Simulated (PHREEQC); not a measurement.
Dissolve 3.8e-05 mol (NH4)2SiF6 and 0.044 mol HCl per kg of water at 30 °C. Closed to the air; pH follows from the charge balance.

All values are PHREEQC results (ion-association model, phreeqc.dat), not measurements.

```
Item                          Result
--------------------  --------------
pH                              1.42
ionic strength        0.0440 mol/kgw
specific conductance     18300 µS/cm
total alkalinity        -44.1 meq/kg
```

```csv
species,molality,activity,log γ
Cl-,0.0440,0.0361,-0.086
H+,0.0439,0.0377,-0.067
HF,0.000224,0.000226,0.004
NH4+,7.60e-5,6.15e-5,-0.092
H4SiO4,3.80e-5,3.84e-5,0.004
F-,4.46e-6,3.65e-6,-0.087
HF2-,3.96e-9,3.28e-9,-0.082
```

No solid was allowed to form. SiF6-2 is the database's only silicon fluoride.
